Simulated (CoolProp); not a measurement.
Values from CoolProp's reference Helmholtz-energy equation of state, Wu 2011.

Task: Give the vapour pressure (bar), liquid density (kg/m³), liquid cp (kJ/(kg K)) of saturated dimethyl ether at 17.25, 30.65 °C.

Result: 
| T (°C) | p (bar) | liquid density (kg/m³) | liquid cp (kJ/(kg K)) |
|---|---|---|---|
| 17.25 | 4.69 | 674 | 2.40 |
| 30.65 | 6.92 | 652 | 2.47 |
